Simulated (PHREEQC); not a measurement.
1 kg of water holding 0.16 mol MgBr2, 0.0035 mol CaSO4, 0.61 mol KCl and 0.07 mol NaCl is evaporated at 25 °C; the solids stay in contact with the brine. The system is closed to CO2. Only these solids could form: Arcanite, Bischofite, Bloedite, Brucite, Carnallite, Epsomite, Glaserite, Glauberite, Gypsum, Anhydrite, Halite, Hexahydrite, Kainite, Kieserite, Leonite, Mirabilite, Misenite, Polyhalite, Portlandite, Schoenite, Sylvite, Syngenite, Thenardite, MgCl2_4H2O.

The series has 13 steps of water left (kg), from 1 to 0.09502.

Model: Pitzer model, pitzer.dat, run in PHREEQC.

Problem. Which solids form, in which order, and at which step of the series does each first stand?

Solution. Sylvite from water left = 0.1407 kg.
